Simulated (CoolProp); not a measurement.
Saturation properties of R113.

Computed with CoolProp (reference Helmholtz-energy equation of state, Marx 1992).

| T (K) | p (MPa) | liquid density (kg/m³) | vapour density (kg/m³) | liquid cp (kJ/(kg K)) | surface tension (mN/m) |
|---|---|---|---|---|---|
| 256.9 | (withheld) | 1659 | 0.5682 | 0.8833 | (withheld) |
| 275.7 | 0.01700 | 1616 | 1.405 | 0.8978 | 19.8 |
| 294.5 | 0.03875 | 1572 | 3.027 | 0.9144 | 17.6 |
| 313.3 | (withheld) | 1526 | 5.858 | 0.9327 | 15.5 |
| 332.1 | (withheld) | 1480 | 10.43 | 0.9527 | 13.4 |
| 350.9 | 0.2495 | (withheld) | 17.39 | 0.9750 | 11.5 |
| 369.7 | 0.4023 | 1379 | 27.56 | 1.000 | 9.53 |
| 388.5 | 0.6167 | 1323 | 42.05 | 1.031 | (withheld) |
| 407.3 | 0.9063 | (withheld) | 62.44 | 1.071 | 5.91 |
| 426.1 | 1.286 | 1191 | (withheld) | 1.127 | 4.24 |

Complete the blanks.


- 256.9, p (MPa): 0.006442
- 256.9, surface tension (mN/m): 22.0
- 313.3, p (MPa): 0.07866
- 332.1, p (MPa): 0.1455
- 350.9, liquid density (kg/m³): 1431
- 388.5, surface tension (mN/m): 7.68
- 407.3, liquid density (kg/m³): 1261
- 426.1, vapour density (kg/m³): 91.26

It boils at 320.7 K under 1 atm.

Surface tension comes from a separate correlation (Mulero 2012).
